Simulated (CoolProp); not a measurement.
Aqueous potassium formate as a coolant, at 19 °C, 1 atm.

Values from CoolProp's Melinder's fits for secondary coolants.

| mass % | freezing point (°C) | conductivity (W/(m K)) | cp (kJ/(kg K)) | density (kg/m³) | viscosity (mPa s) |
|---|---|---|---|---|---|
| 2.1 | -0.9 | 0.592 | 4.103 | 1012 | 1.08 |
| 6.5 | -3.0 | 0.583 | 3.937 | 1039 | 1.15 |
| 10.8 | -5.4 | 0.575 | 3.780 | 1065 | 1.21 |
| 15.1 | -8.1 | 0.567 | 3.626 | 1091 | 1.29 |
| 19.5 | -11.2 | 0.559 | 3.474 | 1119 | 1.38 |
| 23.8 | -14.8 | 0.552 | 3.332 | 1148 | 1.50 |
| 28.2 | -19.2 | 0.543 | 3.194 | 1178 | 1.63 |
| 32.5 | -24.1 | 0.534 | 3.070 | 1208 | 1.77 |
| 36.8 | -30.0 | 0.524 | 2.955 | 1239 | 1.92 |
| 41.2 | -37.0 | 0.512 | 2.847 | 1271 | 2.10 |
| 45.5 | -44.9 | 0.500 | 2.748 | 1305 | 2.41 |
